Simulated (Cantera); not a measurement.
A jet of H₂ : O₂ : N₂ = 0.025 : 0.061 : 0.79 (molar parts) at 300 K and 0.276 atm hits a platinum plate 2.2 cm away at a mass flux of 0.18 kg/m²/s; the plate temperature is set and raised in steps from an oxygen-covered start.

Detailed kinetics in Cantera: Deutschmann's 1995 Pt surface mechanism with GRI-Mech 3.0 gas chemistry. Catalytic surfaces can have several steady states; this one follows from the mechanism file's or the stated starting coverage.

One state of this run: wall x H₂ = 0.00111; wall x O₂ = 0.0404; wall x H₂O = 0.0520; wall x OH = <1e-8; θ free Pt = 0.150; θ O* = 0.846; θ OH* = 0.00359. x: mole fraction at the wall; θ: surface coverage.

Which value of plate T (K) does it belong to?
A) 700
B) 850
C) 1050
D) 800

B, 850
